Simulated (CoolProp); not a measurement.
n-perfluorobutane at several states: density (kg/m³) from the reference equation and from simpler models built on Tc = 386.3 K, pc = 2322 kPa, ω = 0.372; each cubic takes its own stable root.

Values from CoolProp's reference Helmholtz-energy equation of state, Gao 2022.

| T (K) | p (kPa) | phase | reference | van der Waals | Soave-Redlich-Kwong | Peng-Robinson |
|---|---|---|---|---|---|---|
| 259.4 | 6600 | liquid | 1666 | 1078 | 1595 | 1795 |
| 338.1 | 170 | gas | 14.97 | 14.85 | 15.00 | 15.05 |
| 217.9 | 1300 | liquid | 1783 | 1097 | 1679 | 1890 |
| 195.5 | 4780 | liquid | 1869 | 1155 | 1741 | 1955 |
| 194.9 | 1250 | liquid | 1862 | 1134 | 1733 | 1947 |
| 393.8 | 1810 | gas | 191.2 | 185.4 | 190.4 | 197.6 |
